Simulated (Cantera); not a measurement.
An isothermal, constant-pressure homogeneous reactor starts with H₂ : O₂ : N₂ = 1.7 : 1 : 3.4 (molar parts), at 1225 K and 263 Torr.

Detailed kinetics in Cantera: GRI-Mech 3.0 (53 species, 325 reactions). The temperature is held fixed by assumption; the heat of reaction is taken as removed at once.

x: mole fraction; the columns are a selection and need not sum to one.

| t (s) | x H₂ | x O₂ | x OH | x HO₂ | x NO | x H | x N₂O |
|---|---|---|---|---|---|---|---|
| 5.00e-5 | 0.279 | 0.164 | 2.22e-6 | 1.43e-6 | <1e-12 | 2.66e-5 | 1.12e-12 |
| 0.000114 | 0.0884 | 0.0834 | 0.00666 | 3.14e-5 | 1.20e-6 | 0.0929 | 8.61e-9 |
| 0.000259 | 0.0203 | 0.0402 | 0.00379 | 2.28e-5 | 1.03e-5 | 0.0227 | 2.84e-8 |
| 0.000589 | 0.00606 | 0.0312 | 0.00167 | 1.73e-5 | 1.13e-5 | 0.00271 | 4.09e-8 |
| 0.00134 | 0.00138 | 0.0290 | 0.000682 | 1.13e-5 | 1.14e-5 | 0.000238 | 5.37e-8 |
| 0.00305 | 0.000278 | 0.0286 | 0.000290 | 4.51e-6 | 1.14e-5 | 2.00e-5 | 6.19e-8 |
| 0.00695 | 5.44e-5 | 0.0286 | 0.000135 | 1.19e-6 | 1.13e-5 | 1.87e-6 | 6.62e-8 |
| 0.0158 | (withheld) | 0.0286 | (withheld) | (withheld) | 1.13e-5 | (withheld) | 6.85e-8 |
| 0.0360 | 2.96e-6 | 0.0286 | 3.85e-5 | 8.63e-8 | 1.14e-5 | 3.37e-8 | 6.95e-8 |
| 0.0819 | 9.55e-7 | 0.0286 | 2.31e-5 | 3.02e-8 | 1.14e-5 | 6.90e-9 | 6.93e-8 |
| 0.186 | 3.64e-7 | 0.0286 | 1.46e-5 | 1.28e-8 | 1.14e-5 | 1.72e-9 | 6.73e-8 |
| 0.424 | 1.61e-7 | 0.0286 | 9.74e-6 | 7.19e-9 | 1.14e-5 | 5.18e-10 | 6.16e-8 |
| 0.965 | (withheld) | 0.0286 | (withheld) | 5.69e-9 | 1.14e-5 | 2.14e-10 | (withheld) |
| 2.20 | 7.11e-8 | 0.0286 | 6.08e-6 | 5.47e-9 | 1.14e-5 | 1.47e-10 | 3.05e-8 |
| 5.00 | 6.90e-8 | 0.0286 | 5.96e-6 | 5.46e-9 | 1.14e-5 | 1.40e-10 | 1.11e-8 |

Problem. Fill in the missing entries.

Solution. 
- 0.0158, x H₂: 1.15e-5
- 0.0158, x OH: 6.91e-5
- 0.0158, x HO₂: 2.97e-7
- 0.0158, x H: 2.17e-7
- 0.965, x H₂: 9.00e-8
- 0.965, x OH: 7.08e-6
- 0.965, x N₂O: 4.97e-8
